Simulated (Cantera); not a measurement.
An isothermal, constant-pressure homogeneous reactor starts with NH3 : H2 = 1 : 7.3 (molar parts), at 2400 K and 0.740 atm.

Model: the gas-phase N/H chemistry of the illustrative SiF4/NH3 mechanism in the Surface Chemkin manual (1991), integrated in Cantera. Walls and surfaces, which speed up NH3 decomposition in real reactors, are not modelled.

One state of this run: x NH3 = 4.43e-6; x H2 = 0.929; x N = 7.25e-8; x N2H4 = <1e-12; x NH2 = 2.75e-7; x N2 = 0.0533; x N2H2 = 1.23e-12. x: mole fraction; the columns are a selection and need not sum to one.

Question: Which value of t (s) does it belong to?
A. 0.217
B. 9.11e-5
C. 0.000277
D. 0.659

Answer: A, 0.217
